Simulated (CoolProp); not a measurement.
A Linde-Hampson liquefier for normal hydrogen: isothermal reversible compression at 280 K from 1 atm to 15 MPa, throttling to 1 atm, return gas leaving the recuperator 0 K below the feed. Each further row changes one setting.

Model: reference Helmholtz-energy equation of state, Leachman 2009, in CoolProp.

```csv
case,compression work (kJ/kg of gas)
as stated,5880
high pressure 30 MPa,6790
warm-end temperature 310 K,6500
warm-end gap 5 K,5880
```
